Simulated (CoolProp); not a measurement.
500 sccm (0 °C, 1 atm) of nitrogen bubbles through liquid water at 280.1 K and leaves saturated at a total pressure of 0.00613 MPa (ideal gas phase). Each further row changes one setting.

Values from CoolProp's reference Helmholtz-energy equation of state, Wagner 2002.

```json
[
 {"case": "as stated", "vapour pressure (kPa)": "0.999", "mole fraction of vapour": "(withheld)", "delivery (mg/min)": "(withheld)", "delivery (sccm)": "(withheld)", "change of delivery for a bath 1 K warmer (%)": "(withheld)"},
 {"case": "bath temperature 285.1 K", "vapour pressure (kPa)": "1.40", "mole fraction of vapour": "(withheld)", "delivery (mg/min)": "119", "delivery (sccm)": "(withheld)", "change of delivery for a bath 1 K warmer (%)": "9.0"},
 {"case": "total pressure 0.0123 MPa", "vapour pressure (kPa)": "0.999", "mole fraction of vapour": "0.0812", "delivery (mg/min)": "(withheld)", "delivery (sccm)": "44.2", "change of delivery for a bath 1 K warmer (%)": "7.8"}
]
```

Question: Complete the blanks.

Answer: 
- as stated, mole fraction of vapour: 0.163
- as stated, delivery (mg/min): 78.2
- as stated, delivery (sccm): 97.3
- as stated, change of delivery for a bath 1 K warmer (%): 8.6
- bath temperature 285.1 K, mole fraction of vapour: 0.228
- bath temperature 285.1 K, delivery (sccm): 148
- total pressure 0.0123 MPa, delivery (mg/min): 35.5
